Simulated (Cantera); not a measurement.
An adiabatic, constant-volume homogeneous reactor starts with CO : H2 : O2 : N2 : CO2 = 1 : 0.087 : 0.494 : 3.41 : 0.1 (molar parts), equivalence ratio 1.1, at 1375 K and 12.0 bar.

Cantera simulation using GRI-Mech 3.0 (53 species, 325 reactions); the numbers are that mechanism's predictions, not measurements. The hydrogen kinetics of GRI-Mech 3.0 are dated; newer H2 mechanisms differ, most at raised pressure. The pressure lies above the range GRI-Mech 3.0 was tuned for (to about 10 atm).

### Question
Predict: time of steepest temperature rise; temperature at 0.700 s; equilibrium temperature; x(CO) at 0.700 s; x(H2) at 0.700 s; x(O2) at 0.700 s; x(CO2) at 0.700 s; x(HO2) at 0.700 s.

### Answer
- time of steepest temperature rise = 12.6 µs
- temperature at 0.700 s = 2807 K
- equilibrium temperature = 2807 K
- x(CO) at 0.700 s = 0.0549 (gas-phase equilibrium 0.0549)
- x(H2) at 0.700 s = 0.000705 (gas-phase equilibrium 0.000705)
- x(O2) at 0.700 s = 0.0117 (gas-phase equilibrium 0.0117)
- x(CO2) at 0.700 s = 0.180 (gas-phase equilibrium 0.180)
- x(HO2) at 0.700 s = 2.92e-6 (gas-phase equilibrium 2.92e-6)
